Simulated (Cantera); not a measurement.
Predominance diagram of Li at 1177 °C against the partial pressures of N2 and Cl2 (log10, bar). Cantera with NASA thermochemical tables; ideal gases at 1 bar, condensed phases pure. Candidates: Li(l), LiCl(l). Only these pure phases compete in this equilibrium. 

```
log p(Cl2) \ log p(N2)
        columns: -17, -16.1, -15.2, -14.3, -13.4, -12.5, -11.6, -10.7, -9.8, -8.9, -8.1, -7.2, -6.3, -5.4, -4.5, -3.6, -2.7, -1.8, -0.9, 0
      0  A A A A A A A A A A A A A A A A A A A A
   -1.9  A A A A A A A A A A A A A A A A A A A A
   -3.7  A A A A A A A A A A A A A A A A A A A A
   -5.6  A A A A A A A A A A A A A A A A A A A A
   -7.4  A A A A A A A A A A A A A A A A A A A A
   -9.3  A A A A A A A A A A A A A A A A A A A A
  -11.1  A A A A A A A A A A A A A A A A A A A A
    -13  A A A A A A A A A A A A A A A A A A A A
  -14.9  A A A A A A A A A A A A A A A A A A A A
  -16.7  A A A A A A A A A A A A A A A A A A A A
  -18.6  A A A A A A A A A A A A A A A A A A A A
  -20.4  A A A A A A A A A A A A A A A A A A A A
  -22.3  B B B B B B B B B B B B B B B B B B B B
  -24.1  B B B B B B B B B B B B B B B B B B B B
    -26  B B B B B B B B B B B B B B B B B B B B
```

A: LiCl(l); B: Li(l).
